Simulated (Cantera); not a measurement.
Mixture: 10.5 % CH4, 4.51 % CO, 17.8 % O2, 67.2 % N2, at 3.95 atm, adiabatic and at constant volume. Ignition delay is the time to a rise of 400 K.

Cantera simulation using GRI-Mech 3.0 (53 species, 325 reactions); the numbers are that mechanism's predictions, not measurements.

Problem. Predict: delay at 1198 K; delay at 1348 K; delay at 1498 K; delay at 1648 K; apparent activation energy between 1573 and 1723 K.

Solution. 
```json
{
 "delay at 1198 K": "20.5 ms",
 "delay at 1348 K": "2.70 ms",
 "delay at 1498 K": "0.475 ms",
 "delay at 1648 K": "0.110 ms",
 "apparent activation energy between 1573 and 1723 K": "200 kJ/mol"
}
```
